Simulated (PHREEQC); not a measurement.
Solution (25 °C): 0.078 mol KHCO3, 0.00054 mol Na2SO4 and 0.0017 mol NaCl per kg of water. Closed to the air; pH follows from the charge balance.

The numbers come from PHREEQC with the ion-association model, phreeqc.dat.

Each row changes one thing in this solution. No solid was allowed to form.

```
case                                       pH  ionic strength (mol/kgw)  Na+ (mol/kgw)  CO2 (mol/kgw)  CO3-2 (mol/kgw)  NaHCO3 (mol/kgw)  SI of Sylvite (KCl)  SI of Halite (NaCl)
---------------------------------------  ----  ------------------------  -------------  -------------  ---------------  ----------------  -------------------  -------------------
as made                                  8.14                    0.0820        0.00269       0.000978         0.000956           7.18e-5                -4.99                -7.12
KHCO3 from 0.078 to 0.156 mol/kgw         [?]                     0.161        0.00262        0.00204          0.00200          0.000124                -4.75                -7.18
temperature from 25 to 45 °C             8.03                    0.0820        0.00266        0.00108          0.00103           6.28e-5                -5.10                -7.14
temperature from 25 to 65 °C             7.98                    0.0819        0.00260        0.00122          0.00108           5.47e-5                  [?]                -7.18
temperature from 25 to 80 °C              [?]                    0.0819        0.00253        0.00135          0.00111           4.89e-5                  [?]                -7.20
Na2SO4 left out                          8.14                       [?]        0.00164       0.000974         0.000960           4.41e-5                -4.99                -7.33
Na2SO4 from 0.00054 to 0.000486 mol/kgw  8.14                    0.0819        0.00258       0.000978         0.000957           6.90e-5                -4.99                -7.13
```

### Question
Fill in the missing entries.

### Answer

- KHCO3 from 0.078 to 0.156 mol/kgw, pH: 8.09
- temperature from 25 to 65 °C, SI of Sylvite (KCl): -5.19
- temperature from 25 to 80 °C, pH: 7.97
- temperature from 25 to 80 °C, SI of Sylvite (KCl): -5.25
- Na2SO4 left out, ionic strength (mol/kgw): 0.0806

At this temperature some constants are extrapolated from 25 °C, and those without enthalpy data are left unchanged.
